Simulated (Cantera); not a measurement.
A closed system holds: 1 mol HF, 0.43 mol O2, 4.5 mol H2, held at 19.0 mbar.

Method: chemical equilibrium by Gibbs-energy minimisation in Cantera with the NASA 1993 tables (ideal gas, pure condensed phases). Candidate condensed phases: H2O; 22 gas species. Kinetics and transport are ignored. All values below are at 1123 K.

Base state: H2 0.662, HF 0.182, H2O 0.156 (mole fractions); condensed: gas only.

What changes in the equilibrium state with this change: O2 from 0.43 to 0.083 mol?


```tsv
species	before	after
H2	0.662	0.788
HF	0.182	0.182
H2O	0.156	0.0302
```
